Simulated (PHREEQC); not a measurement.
Consider water at 74 °C with 0.1 mol/kgw HF, 0.0017 mol/kgw (CH3)4NF and 0.0012 mol/kgw H4SiO4. Closed to the air; pH follows from the charge balance.

All values are PHREEQC results (ion-association model, wateq4f.dat), not measurements.

```csv
quantity,before,after
pH,2.24,2.12
ionic strength (mol/kgw),0.00920,0.0114
HF (mol/kgw),0.0822,0.0639
F- (mol/kgw),0.00412,0.00622
HF2- (mol/kgw),0.00148,0.00153
```

Problem. Name the change that produced these shifts.
(A) HF left out
(B) H4SiO4 left out
(C) temperature from 74 to 25 °C
(D) (CH3)4NF left out
(E) (CH3)4NF from 0.0017 to 0.00255 mol/kgw

Solution. C, temperature from 74 to 25 °C

No solid was allowed to form. (CH3)4N+ isn't in the database: it is added as a free cation with an ion size of 4 Å. wateq4f.dat counts part of the HF as a dimer, H2F2, which phreeqc.dat doesn't know; its constant is uncertain. At this temperature some constants are extrapolated from 25 °C, and those without enthalpy data are left unchanged. SiF6-2 is the database's only silicon fluoride.
